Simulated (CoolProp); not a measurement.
Hydrogen sulfide at several states: density (kg/m³) from the reference equation and from simpler models built on Tc = 373.1 K, pc = 8.999 MPa, ω = 0.101; each cubic takes its own stable root.

Values from CoolProp's reference Helmholtz-energy equation of state, Lemmon 2006. It is a short technical equation, of lower accuracy than the large ones.

```
T (K)  p (MPa)          phase  reference  van der Waals  Redlich-Kwong  Soave-Redlich-Kwong
-----  -------  -------------  ---------  -------------  -------------  -------------------
672.9       48  supercritical      305.6          317.9          311.5                291.5
283.3     5.71         liquid      820.0          544.8          775.9                785.1
636.2    0.328            gas      2.117          2.119          2.118                2.117
```
